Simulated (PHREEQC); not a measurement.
**Hard or scaling water (model solution)**

A solution holds 0.00042 mol CaSO4, 0.0042 mol Na2HPO4 and 3.8e-05 mol MgSO4 per kg of water, at 25 °C. Closed to the air; pH follows from the charge balance.

The numbers come from PHREEQC with the ion-association model, phreeqc.dat.

This is a speciation only: nothing precipitates in the calculation.

Q: What pH does the model give?

A: pH 8.51.

Q: In which forms is P present?

A: HPO4-2 89 %, CaHPO4 3.2 %, H2PO4- 3.2 %, CaPO4- 2.8 %, NaHPO4- 0.9 % of the P.

The solution is supersaturated, for example in Hydroxyapatite, so a real one may precipitate; this is no full list.
